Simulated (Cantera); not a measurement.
An isothermal, constant-pressure homogeneous reactor starts with CH₄ : N₂ = 1 : 28 (molar parts), at 1475 K and 195 Torr.

Cantera simulation using GRI-Mech 3.0 (53 species, 325 reactions); the numbers are that mechanism's predictions, not measurements. GRI-Mech 3.0 stops at C3 and has no aromatics, soot or wall deposition, so with more carbon than oxygen in the feed, carbon stays in small species such as C2H2 where larger ones or solid carbon would form.

Predict: x(CH₄) at 7.00 s; x(C₂H₆) at 7.00 s; x(H) at 7.00 s; x(CH₂) at 7.00 s; x(H₂) at 7.00 s; x(C₂H₄) at 7.00 s; x(C₂H) at 7.00 s.


```
Item                                                 Result
-----------------  ----------------------------------------
x(CH₄) at 7.00 s   0.00983 (gas-phase equilibrium 0.000184)
x(C₂H₆) at 7.00 s   3.27e-6 (gas-phase equilibrium 2.09e-9)
x(H) at 7.00 s      3.51e-6 (gas-phase equilibrium 5.71e-6)
x(CH₂) at 7.00 s   1.50e-9 (gas-phase equilibrium 3.93e-11)
x(H₂) at 7.00 s       0.0357 (gas-phase equilibrium 0.0497)
x(C₂H₄) at 7.00 s   7.10e-5 (gas-phase equilibrium 1.54e-5)
x(C₂H) at 7.00 s   1.87e-9 (gas-phase equilibrium 6.06e-10)
```
